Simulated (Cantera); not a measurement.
**Thermodynamics of boron, boron nitride and boron oxide, feed B + NH₃ + H₂**

A closed system holds: 1 mol B, 0.17 mol NH₃, 0.12 mol H₂, at 17000 Pa.

Method: chemical equilibrium by Gibbs-energy minimisation in Cantera with the NASA 1993 tables (ideal gas, pure condensed phases). Candidate condensed phases: B, BN; 15 gas species. Mutual solubility and eutectic melting of coexisting phases are not modelled. The tables' values for BH₂ are old estimates; treat these amounts as uncertain. Gases not in the tables: B₂H₆ and higher boranes. Equilibrium is a limit: real reactors are often held back by kinetics, nucleation or transport.

```tsv
T (°C)	log p H₂	log p N₂	log p H	log p BH₂	log p B	log p BH	log p BH₃	n B(s)	n BN(s)	n B(l)
925	-0.77	-12.66	-7.11	-7.48	<-12	<-12	-7.17	0.830	0.170	0
1125	-0.77	-9.53	-5.71	-6.27	<-12	-11.78	-6.60	0.830	0.170	0
1325	-0.77	-7.20	-4.66	-5.36	-10.52	-9.75	-6.18	0.830	0.170	0
1525	-0.77	-5.39	-3.84	-4.66	-8.50	-8.17	-5.86	0.830	0.170	0
1725	-0.77	-3.94	-3.18	-4.11	-6.89	-6.91	-5.61	0.830	0.169	0
1925	-0.78	-2.76	-2.64	-3.66	-5.57	-5.89	-5.41	0.837	0.162	0
2125	-0.84	-1.74	-2.22	-3.37	-4.51	-5.10	-5.36	0	0.0772	0.922
```
log p: log10 of the partial pressure in bar; n: condensed amount in mol.

From 925 °C to 1925 °C the condensed part is B(s) + BN(s). At 2125 °C the condensed part is B(l) + BN(s).
